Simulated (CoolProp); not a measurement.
Vapour-liquid equilibrium of R125 (1) + R236FA (2) at 45.5 kPa; x and y are mole fractions of (1).

Model: multi-fluid Helmholtz-energy mixture model, Lemmon 2005 and Pan 2012; pair parameters Bell 2016, in CoolProp.

```csv
x,"bubble temperature, mixture model (K)","bubble temperature, Raoult's law (K)","y, mixture model","y, Raoult's law"
0.05,247.9,247.8,0.294,0.302
0.2,235.1,235.1,0.704,0.711
0.35,227.0,227.0,0.853,0.857
0.5,221.3,221.4,0.921,0.925
0.65,217.1,217.1,0.958,0.961
0.8,213.7,213.7,0.981,0.983
0.95,210.9,210.9,0.996,0.997
```

The largest gap from Raoult's law is +0.1 K in bubble temperature, at x = 0.05. No azeotrope shows between x = 0.05 and 0.95.

Pair parameters are fitted to limited data, so mixtures are less certain than the pure fluids.
